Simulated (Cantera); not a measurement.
An adiabatic, constant-volume homogeneous reactor starts with CH4 : O2 : N2 : H2 = 1 : 3.39 : 12.7 : 0.36 (molar parts), equivalence ratio 0.64, at 1800 K and 9.87 atm.

Detailed kinetics in Cantera: GRI-Mech 3.0 (53 species, 325 reactions). Above 3000 K some thermodynamic fits are extrapolated.

One state of this run: T (K) = 1802; P (bar) = 10.0; x CH4 = 0.0561; x O2 = 0.194; x H2 = 0.0204; x N2O = 5.88e-9; x CO2 = 4.51e-6. x: mole fraction; the columns are a selection and need not sum to one.

Task: Which value of t (s) does it belong to?
A) 1.00e-6
B) 2.99e-5
C) 3.10e-6
D) 0.000288

Result: C, 3.10e-6
